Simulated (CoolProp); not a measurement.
A single-stage vapour-compression cycle with R141b: evaporating at 284.15 K (dew point), condensing at 317.15 K (bubble point), superheat 0 K, subcooling 0 K, compressor efficiency 0.8, no pressure losses. Each further row changes one setting.

Values from CoolProp's reference Helmholtz-energy equation of state, Lemmon 2006. It is a short technical equation, of lower accuracy than the large ones.

```json
[
 {"case": "as stated", "cooling COP": "6.22", "pressure ratio": "3.34", "discharge temperature (K)": "327.6", "refrigerating effect (kJ/kg)": "194", "volumetric capacity (kJ/m³)": "446"},
 {"case": "evaporating temperature 289.15 K", "cooling COP": "7.58", "pressure ratio": "2.72", "discharge temperature (K)": "325.5", "refrigerating effect (kJ/kg)": "198", "volumetric capacity (kJ/m³)": "549"},
 {"case": "condensing temperature 312.15 K", "cooling COP": "7.46", "pressure ratio": "2.83", "discharge temperature (K)": "321.5", "refrigerating effect (kJ/kg)": "200", "volumetric capacity (kJ/m³)": "460"},
 {"case": "subcooling 5 K", "cooling COP": "6.41", "pressure ratio": "3.34", "discharge temperature (K)": "327.6", "refrigerating effect (kJ/kg)": "200", "volumetric capacity (kJ/m³)": "460"},
 {"case": "superheat 10 K", "cooling COP": "6.23", "pressure ratio": "3.34", "discharge temperature (K)": "338.0", "refrigerating effect (kJ/kg)": "202", "volumetric capacity (kJ/m³)": "447"},
 {"case": "compressor efficiency 0.7", "cooling COP": "5.44", "pressure ratio": "3.34", "discharge temperature (K)": "332.8", "refrigerating effect (kJ/kg)": "194", "volumetric capacity (kJ/m³)": "446"}
]
```
